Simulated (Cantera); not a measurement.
An isothermal, constant-pressure homogeneous reactor starts with CO : O2 : H2O : N2 = 0.018 : 0.021 : 0.0019 : 1 (molar parts), at 1523 K and 3750 Torr. Integrator tolerance rtol = 1e-08.

Detailed kinetics in Cantera: GRI-Mech 3.0 (53 species, 325 reactions).

What does this change do: temperature 1523 to 950 K?


| quantity | before | after |
|---|---|---|
| x(CO) at 5.00 s | 5.00e-7 (gas-phase equilibrium 5.04e-7) | 0.0147 (gas-phase equilibrium <1e-12) |
| x(O2) at 5.00 s | 0.0116 (gas-phase equilibrium 0.0114) | 0.0189 (gas-phase equilibrium 0.0116) |
| x(H2O) at 5.00 s | 0.00184 (gas-phase equilibrium 0.00184) | 0.00183 (gas-phase equilibrium 0.00184) |
| x(NO) at 5.00 s | 7.18e-6 (gas-phase equilibrium 0.000356) | 1.25e-12 (gas-phase equilibrium 4.60e-6) |
| x(H) at 5.00 s | 1.46e-9 (gas-phase equilibrium 1.47e-9) | 6.99e-10 (gas-phase equilibrium <1e-12) |
| x(H2) at 5.00 s | 1.97e-8 (gas-phase equilibrium 1.98e-8) | 1.93e-6 (gas-phase equilibrium <1e-12) |
